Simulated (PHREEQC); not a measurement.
Copper plating or etch bath

Solution (25 °C): 6.3 mmol/kgw Cu(BF4)2 and 6.4 mmol/kgw KCl. Closed to the air; pH follows from the charge balance.

The numbers come from PHREEQC with the ion-association model, phreeqc.dat.

```json
{
 "pH": "2.91",
 "ionic_strength": "0.0263 mol/kgw",
 "total_alkalinity": "-37.8 meq/kg"
}
```

| species | molality | activity | log γ |
|---|---|---|---|
| BF4- | 0.0101 | 0.00864 | -0.067 |
| K+ | 0.00640 | 0.00546 | -0.069 |
| Cl- | 0.00634 | 0.00541 | -0.069 |
| Cu+2 | 0.00609 | 0.00342 | -0.251 |
| HF | 0.00387 | 0.00389 | 0.003 |
| F- | 0.00245 | 0.00209 | -0.070 |
| H+ | 0.00141 | 0.00124 | -0.056 |
| H3BO3 | 0.00123 | 0.00124 | 0.003 |
| BF3OH- | 0.000953 | 0.000816 | -0.067 |
| BF2(OH)2- | 0.000335 | 0.000287 | -0.067 |
| CuF+ | 0.000152 | 0.000130 | -0.067 |
| CuCl+ | 5.83e-5 | 4.98e-5 | -0.068 |

This is a speciation only: nothing precipitates in the calculation. Real BF4- forms and hydrolyses slowly; the run takes it at equilibrium.
